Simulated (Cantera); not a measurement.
## Equilibrium for carbothermic reduction: CuO + C + CO

Input: 1 mol CuO, 3.4 mol C, 0.68 mol CO, at 1.00 Torr.

Cantera equilibrium calculation (NASA polynomials, part measured and part estimated; ideal gas, pure solids and liquids). Candidate condensed phases: C, Cu, CuO, Cu2O; 15 gas species. Rates play no part.

From 702 °C to 1077 °C the condensed part is C(graphite) + Cu(s). From 1152 °C to 1452 °C the condensed part is C(graphite) + Cu(l). From 1527 °C to 1677 °C the condensed part is C(graphite).

```tsv
T (°C)	x CO	x Cu	x CO2	x Cu2	x C	x C3	n C(graphite)	n Cu(s)	n Cu(l)
702	0.999	4.18e-9	0.00128	<1e-12	<1e-12	<1e-12	2.40	1.00	0
777	1.000	7.89e-8	0.000285	<1e-12	<1e-12	<1e-12	2.40	1.00	0
852	1.000	1.00e-6	7.79e-5	1.12e-11	<1e-12	<1e-12	2.40	1.000	0
927	1.000	9.21e-6	2.52e-5	2.62e-10	<1e-12	<1e-12	2.40	1.000	0
1002	1.000	6.49e-5	9.35e-6	4.16e-9	<1e-12	<1e-12	2.40	1.000	0
1077	1.000	0.000367	3.88e-6	4.81e-8	<1e-12	<1e-12	2.40	0.999	0
1152	0.998	0.00163	1.77e-6	3.82e-7	<1e-12	<1e-12	2.40	0	0.997
1227	0.994	0.00617	8.74e-7	2.42e-6	<1e-12	<1e-12	2.40	0	0.990
1302	0.979	0.0205	4.53e-7	1.27e-5	<1e-12	<1e-12	2.40	0	0.965
1377	0.939	0.0609	2.35e-7	5.72e-5	2.42e-12	<1e-12	2.40	0	0.891
1452	0.836	0.164	1.11e-7	0.000224	2.36e-11	7.84e-12	2.40	0	0.669
1527	0.627	0.372	3.92e-8	0.000654	1.90e-10	8.59e-11	2.40	0	0
1602	0.627	0.373	2.54e-8	0.000389	1.29e-9	7.74e-10	2.40	0	0
1677	0.627	0.373	1.71e-8	0.000240	7.56e-9	5.87e-9	2.40	0	0
```
x: gas mole fraction; n: condensed amount in mol.
